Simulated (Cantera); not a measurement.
What does this Cantera script print?

```python
import numpy as np
import cantera as ct

gas = ct.Solution("gri30.yaml")
gas.TPX = 1425, 89000, {'C2H6': 1, 'H2': 53, 'H2O': 0.057}
reactor = ct.IdealGasConstPressureReactor(gas, energy="off", clone=False)
net = ct.ReactorNet([reactor])
net.rtol, net.atol = 1e-08, 1e-18
show = ['C2H6', 'H2', 'C2H2', 'CH4', 'CH3']
times = np.geomspace(0.0006, 2, 11)

steps = ct.SolutionArray(gas, extra=["t"])
rows = []
print(f"{'t/s':>10s}{'T/K':>9s}{'P/Pa':>11s}" + "".join(f"{s:>11s}" for s in show))
for t in times:
    while net.time < t:
        t_next = net.step()
        steps.append(gas.state, t=t_next)
    rows.append([np.interp(t, steps.t, y) for y in (steps.T, steps.P, *steps(*show).X.T)])
    print(f"{t:10.3e}{rows[-1][0]:9.1f}{rows[-1][1]:11.4g}" + "".join(f"{x:11.3e}" for x in rows[-1][2:]))
rate = np.gradient(steps.T, steps.t)
print("integrator steps:", len(steps.t))
if steps.T.max() > steps.T[0] + 200:
    print(f"time of steepest temperature rise: {steps.t[rate.argmax()]:.4e} s")
gas.TPX = 1425, 89000, {'C2H6': 1, 'H2': 53, 'H2O': 0.057}
gas.equilibrate("TP")
print(f"equilibrium (TP): T = {gas.T:.1f} K  " + "  ".join(f"{s} {gas[s].X[0]:.3e}" for s in show))
```

It prints:

```
       t/s      T/K       P/Pa       C2H6         H2       C2H2        CH4        CH3
 6.000e-04   1425.0    8.9e+04  7.730e-04  9.751e-01  1.166e-03  1.099e-02  2.107e-05
 1.350e-03   1425.0    8.9e+04  2.026e-04  9.749e-01  2.006e-03  1.152e-02  1.043e-05
 3.039e-03   1425.0    8.9e+04  1.106e-04  9.748e-01  2.967e-03  1.181e-02  7.148e-06
 6.839e-03   1425.0    8.9e+04  8.618e-05  9.746e-01  4.317e-03  1.218e-02  6.486e-06
 1.539e-02   1425.0    8.9e+04  6.327e-05  9.744e-01  5.941e-03  1.275e-02  5.953e-06
 3.464e-02   1425.0    8.9e+04  4.529e-05  9.740e-01  7.051e-03  1.355e-02  5.442e-06
 7.796e-02   1425.0    8.9e+04  3.745e-05  9.734e-01  7.100e-03  1.481e-02  5.341e-06
 1.755e-01   1425.0    8.9e+04  3.281e-05  9.722e-01  6.404e-03  1.708e-02  5.538e-06
 3.949e-01   1425.0    8.9e+04  2.594e-05  9.702e-01  5.184e-03  2.087e-02  5.743e-06
 8.887e-01   1425.0    8.9e+04  1.708e-05  9.676e-01  3.507e-03  2.609e-02  5.764e-06
 2.000e+00   1425.0    8.9e+04  8.868e-06  9.648e-01  1.784e-03  3.143e-02  5.557e-06
integrator steps: 1063
equilibrium (TP): T = 1425.0 K  C2H6 3.070e-06  H2 9.638e-01  C2H2 4.265e-04  CH4 3.451e-02  CH3 5.137e-06
```

Cantera simulation using GRI-Mech 3.0 (53 species, 325 reactions); the numbers are that mechanism's predictions, not measurements. GRI-Mech 3.0 stops at C3 and has no aromatics, soot or wall deposition, so with more carbon than oxygen in the feed, carbon stays in small species such as C2H2 where larger ones or solid carbon would form.
